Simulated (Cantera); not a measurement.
An adiabatic, constant-pressure homogeneous reactor starts with H2 : O2 : N2 : NO = 1 : 0.385 : 1.45 : 0.013 (molar parts), at 1475 K and 8.50 bar.

Cantera simulation using GRI-Mech 3.0 (53 species, 325 reactions); the numbers are that mechanism's predictions, not measurements. The hydrogen kinetics of GRI-Mech 3.0 are dated; newer H2 mechanisms differ, most at raised pressure. Above 3000 K some thermodynamic fits are extrapolated.

### Question
Predict: time of steepest temperature rise; temperature at 0.100 s; equilibrium temperature; x(H2) at 0.100 s; x(O2) at 0.100 s; x(NO) at 0.100 s; x(N2O) at 0.100 s; x(OH) at 0.100 s.

### Answer
```
Quantity                                                             Value
---------------------------------  ---------------------------------------
time of steepest temperature rise                                  1.87 µs
temperature at 0.100 s                                              3051 K
equilibrium temperature                                             3051 K
x(H2) at 0.100 s                     0.0984 (gas-phase equilibrium 0.0984)
x(O2) at 0.100 s                   0.00268 (gas-phase equilibrium 0.00268)
x(NO) at 0.100 s                   0.00491 (gas-phase equilibrium 0.00491)
x(N2O) at 0.100 s                  6.94e-7 (gas-phase equilibrium 6.94e-7)
x(OH) at 0.100 s                     0.0195 (gas-phase equilibrium 0.0195)
```
